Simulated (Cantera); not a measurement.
An isothermal, constant-pressure homogeneous reactor starts with 83.3 % NO, 16.7 % N2, at 1650 K and 13300 Pa.

Computed with Cantera and GRI-Mech 3.0 (53 species, 325 reactions).

x: mole fraction; the columns are a selection and need not sum to one.

```json
[
 {"t (s)": "0.000400", "x NO": "0.833", "x N2O": "1.97e-6", "x NO2": "7.07e-7", "x O": "___", "x N2": "0.167", "x O2": "6.86e-9"},
 {"t (s)": "0.00159", "x NO": "0.833", "x N2O": "7.75e-6", "x NO2": "5.78e-6", "x O": "___", "x N2": "0.167", "x O2": "8.52e-8"},
 {"t (s)": "0.00633", "x NO": "0.833", "x N2O": "2.94e-5", "x NO2": "2.84e-5", "x O": "___", "x N2": "0.167", "x O2": "1.24e-6"},
 {"t (s)": "0.0252", "x NO": "0.833", "x N2O": "9.82e-5", "x NO2": "9.95e-5", "x O": "___", "x N2": "0.167", "x O2": "2.51e-5"},
 {"t (s)": "0.100", "x NO": "0.832", "x N2O": "0.000215", "x NO2": "0.000164", "x O": "___", "x N2": "0.167", "x O2": "0.000313"},
 {"t (s)": "0.399", "x NO": "0.829", "x N2O": "0.000246", "x NO2": "0.000188", "x O": "___", "x N2": "0.168", "x O2": "0.00179"},
 {"t (s)": "1.59", "x NO": "0.817", "x N2O": "0.000237", "x NO2": "0.000247", "x O": "___", "x N2": "0.174", "x O2": "0.00766"},
 {"t (s)": "6.32", "x NO": "0.773", "x N2O": "0.000208", "x NO2": "0.000387", "x O": "___", "x N2": "0.197", "x O2": "0.0298"},
 {"t (s)": "25.1", "x NO": "0.631", "x N2O": "0.000134", "x NO2": "0.000559", "x O": "___", "x N2": "0.267", "x O2": "0.100"},
 {"t (s)": "100", "x NO": "0.348", "x N2O": "3.91e-5", "x NO2": "0.000479", "x O": "___", "x N2": "0.409", "x O2": "0.242"}
]
```

Q: What belongs in the gaps?

A: 
- 0.000400, x O: 1.28e-6
- 0.00159, x O: 2.15e-6
- 0.00633, x O: 2.93e-6
- 0.0252, x O: 4.98e-6
- 0.100, x O: 6.88e-6
- 0.399, x O: 7.74e-6
- 1.59, x O: 9.61e-6
- 6.32, x O: 1.45e-5
- 25.1, x O: 2.39e-5
- 100, x O: 3.57e-5
